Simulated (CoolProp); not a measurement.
A simple Rankine cycle with n-heptane: condensing at 312.15 K, boiler at 0.931 MPa, turbine inlet 472.1 K, turbine efficiency 0.65, pump efficiency 0.8, no recuperator. Each further row changes one setting.

Values from CoolProp's reference Helmholtz-energy equation of state, Span 2003. It is a short technical equation, of lower accuracy than the large ones.

```tsv
case	thermal efficiency (%)	net work (kJ/kg)	heat in (kJ/kg)	turbine exit temperature (K)	volume ratio over the turbine
as stated	14.3	93.1	650	415.4	91.7
turbine inlet 492.1 K	14.0	98.9	705	437.3	87.3
condensing temperature 304.15 K	15.1	101	669	411.8	131
boiler pressure 0.652 MPa	13.4	88.8	664	423.6	58.6
turbine efficiency 0.55	12.1	78.5	650	422.1	93.2
```
